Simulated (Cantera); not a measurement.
A closed system holds: 1 mol Si, 0.65 mol Br₂, a varied amount of H₂, held at 900 K and 0.00830 bar.

These are equilibrium values from Cantera (NASA tables, ideal gas, pure condensed phases), not measurements of a reactor. Candidate condensed phases: Br₂, Si; 19 gas species. Equilibrium is a limit: real reactors are often held back by kinetics, nucleation or transport.

**Question.** What share of the Si ends up in condensed phases as a function of n(H₂) (mol), at 0.25, 0.47, 0.87, 1.6, 2.9, 5.4, 10?

**Answer.** 
```tsv
n(H₂) (mol)	Si condensed (%)	as
0.25	67.7	Si(s)
0.47	67.9	Si(s)
0.87	68.1	Si(s)
1.6	68.6	Si(s)
2.9	69.3	Si(s)
5.4	70.5	Si(s)
10	72.4	Si(s)
```
